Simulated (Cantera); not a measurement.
Cantera run:

```python
import numpy as np
import cantera as ct

gas_names = [...]  # 95 gases of nasa_gas.yaml made of C, F, H
cond_names = """
    C(gr) C6H6(L) C7H8(L) C8H18(L),n-octa
""".split()


# ... load() reads the species with a 1 bar reference pressure and builds the phases ...
atoms = {
    'CHF3': {'C': 1, 'H': 1, 'F': 3},
}
top_T = {'C(gr)': 4500}  # K; cautious upper limits of use, not melting points


# ... equilibrate(T, P, feed) seeds the gas with the atoms and calls Mixture.equilibrate('TP', solver="vcs", rtol=1e-11, max_steps=5000) ...
results = []
feed = {'CHF3': 1}  # mol
P = 12000  # Pa
for T in [600, 800, 1000, 1200, 1400, 1600, 1800, 2000, 2200, 2400, 2600]:
    mix = equilibrate(T, P, feed)
    results.append((T, P, feed, dict(zip(mix.species_names, mix.species_moles))))

top = {s: max(r[3][s] / sum(r[3][g] for g in gas_names) for r in results) for s in gas_names}
cols = sorted((s for s in top if top[s] > 1e-05), key=lambda s: -top[s])[:7]
seen = [c for c in cond_names if any(r[3].get(c, 0) > 1e-12 for r in results)]
print("log10 of partial pressures in bar; condensed amounts in mol")
print(f"{'T/K':>10s}" + "".join(f"{s[:9]:>10s}" for s in cols + seen))
for T, P, feed, n in results:
    ng = sum(n[g] for g in gas_names)
    print(f"{T:10.4g}" + "".join(f"{np.log10(max(n[s] / ng * P / 1e5, 1e-99)):10.3f}" for s in cols)
          + "".join(f"{n.get(c, 0):10.4g}" for c in seen))
```

Output:

```
log10 of partial pressures in bar; condensed amounts in mol
       T/K        HF       CF4       CF2         F       CF3        CF         H     C(gr)
       600    -1.097    -1.398   -19.852   -22.537   -17.496   -35.338   -22.825       0.5
       800    -1.097    -1.398   -13.666   -15.681   -12.505   -24.691   -17.159       0.5
      1000    -1.097    -1.398    -9.966   -11.560    -9.518   -18.312   -13.734       0.5
      1200    -1.097    -1.398    -7.510    -8.809    -7.531   -14.068   -11.433       0.5
      1400    -1.097    -1.398    -5.764    -6.842    -6.116   -11.044    -9.778       0.5
      1600    -1.097    -1.398    -4.461    -5.365    -5.059    -8.783    -8.528    0.4998
      1800    -1.098    -1.401    -3.455    -4.217    -4.242    -7.030    -7.551    0.4978
      2000    -1.102    -1.419    -2.662    -3.302    -3.601    -5.635    -6.764     0.487
      2200    -1.122    -1.494    -2.048    -2.568    -3.125    -4.513    -6.118    0.4469
      2400    -1.175    -1.740    -1.631    -2.002    -2.868    -3.627    -5.568    0.3547
      2600    -1.250    -2.346    -1.480    -1.622    -2.949    -2.980    -5.031    0.2927
```

Cantera equilibrium calculation (NASA polynomials, part measured and part estimated; ideal gas, pure solids and liquids). The tables' values for C2F4 are old estimates; treat these amounts as uncertain. Condensed phases not in the tables: fluorocarbon polymer. Gases not in the tables: C2F6 and larger saturated fluorocarbons.
